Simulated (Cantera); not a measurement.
Charge: 1 mol SiH2Cl2, 0.45 mol HCl, 150 mol H2, equilibrated at 0.133 bar.

Equilibrium computed with Cantera from the NASA thermochemical tables; the gas is ideal and each condensed phase is pure. Candidate condensed phases: Si; 19 gas species. Gases not in the tables: Si2H6 and higher silanes. The numbers say what is thermodynamically allowed, not how fast it happens.

Question: What share of the Si ends up in condensed phases as a function of T (°C), at 1477, 1527, 1577, 1627, 1677, 1727, 1777, 1827, 1877, 1927?

Answer: 
| T (°C) | Si condensed (%) | as |
|---|---|---|
| 1477 | 88.3 | Si(l) |
| 1527 | 88.5 | Si(l) |
| 1577 | 88.3 | Si(l) |
| 1627 | 87.6 | Si(l) |
| 1677 | 86.0 | Si(l) |
| 1727 | 83.0 | Si(l) |
| 1777 | 77.9 | Si(l) |
| 1827 | 69.4 | Si(l) |
| 1877 | 55.9 | Si(l) |
| 1927 | 34.9 | Si(l) |
